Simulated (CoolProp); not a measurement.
Properties of isohexane along the isobar 3.98 MPa (Tc = 224.6 °C, pc = 3.043 MPa, ω = 0.280).

Computed with CoolProp (reference Helmholtz-energy equation of state, Lemmon 2006). It is a short technical equation, of lower accuracy than the large ones.

```json
[
 {"T (°C)": "88.25", "phase": "liquid", "Z": "0.1922", "speed of sound (m/s)": "816.8", "fugacity coefficient": "0.06353"},
 {"T (°C)": "109.25", "phase": "liquid", "Z": "0.1885", "speed of sound (m/s)": "732.2", "fugacity coefficient": "0.1024"},
 {"T (°C)": "130.15", "phase": "liquid", "Z": "0.1864", "speed of sound (m/s)": "___", "fugacity coefficient": "0.1541"},
 {"T (°C)": "151.15", "phase": "liquid", "Z": "0.1859", "speed of sound (m/s)": "561.0", "fugacity coefficient": "0.2194"},
 {"T (°C)": "172.05", "phase": "liquid", "Z": "0.1877", "speed of sound (m/s)": "___", "fugacity coefficient": "0.2968"},
 {"T (°C)": "193.05", "phase": "liquid", "Z": "0.1931", "speed of sound (m/s)": "377.2", "fugacity coefficient": "0.3850"},
 {"T (°C)": "213.95", "phase": "liquid", "Z": "___", "speed of sound (m/s)": "___", "fugacity coefficient": "0.4794"},
 {"T (°C)": "234.95", "phase": "supercritical", "Z": "0.2480", "speed of sound (m/s)": "150.9", "fugacity coefficient": "0.5740"},
 {"T (°C)": "255.85", "phase": "supercritical", "Z": "0.4612", "speed of sound (m/s)": "120.9", "fugacity coefficient": "___"},
 {"T (°C)": "276.85", "phase": "supercritical", "Z": "0.5932", "speed of sound (m/s)": "149.4", "fugacity coefficient": "___"}
]
```

Problem. Fill in the missing entries.

Solution. 
- 130.15, speed of sound (m/s): 647.6
- 172.05, speed of sound (m/s): 471.9
- 213.95, Z: 0.2059
- 213.95, speed of sound (m/s): 273.4
- 255.85, fugacity coefficient: 0.6478
- 276.85, fugacity coefficient: 0.6982
